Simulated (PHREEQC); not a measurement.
Solution (15 °C): 0.0042 mol HCl, 0.0027 mol NiSO4, 0.0037 mol Fe2(SO4)3 and 0.00038 mol HBr per kg of water. Closed to the air; pH follows from the charge balance.

Computed with PHREEQC (ion-association model, wateq4f.dat).

No solid was allowed to form.

Q: Estimate the pH, ionic strength.

A: pH 2.46; ionic strength 0.0269 mol/kgw.

Q: In which forms is Fe present?

A: FeSO4+ 80 %, Fe+3 8.2 %, Fe(SO4)2- 5.1 %, FeOH+2 4.8 %, FeHSO4+2 1.2 % of the Fe.

Examples of supersaturated solids here: Hematite (slow to form), Goethite (slow to form). Others may be too.
